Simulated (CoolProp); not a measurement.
A closed Brayton cycle with carbon dioxide: compressor inlet 324.15 K and 8.2 MPa, high pressure 24.6 MPa, turbine inlet 660 K, compressor efficiency 0.89, turbine efficiency 0.85, recuperator effectiveness 0.8 (on enthalpy, no pinch check). Each further row changes one setting.

Model: reference Helmholtz-energy equation of state, Span 1996, in CoolProp.

```
case                           thermal efficiency (%)  net work (kJ/kg)  compressor to turbine work  compressor exit (K)  turbine exit (K)
-----------------------------  ----------------------  ----------------  --------------------------  -------------------  ----------------
as stated                                  (withheld)              48.0                        0.53                414.7             549.7
turbine inlet 610 K                        (withheld)              37.6                        0.59                414.7        (withheld)
compressor inlet 334.15 K                  (withheld)        (withheld)                        0.60                431.4             549.7
high pressure 20.9 MPa                           22.0        (withheld)                        0.50                401.0             565.8
recuperator effectiveness 0.5                    18.4              48.0                        0.53                414.7             549.7
```

What belongs in the gaps?


- as stated, thermal efficiency (%): 22.3
- turbine inlet 610 K, thermal efficiency (%): 19.4
- turbine inlet 610 K, turbine exit (K): 503.5
- compressor inlet 334.15 K, thermal efficiency (%): 20.4
- compressor inlet 334.15 K, net work (kJ/kg): 41.1
- high pressure 20.9 MPa, net work (kJ/kg): 44.3
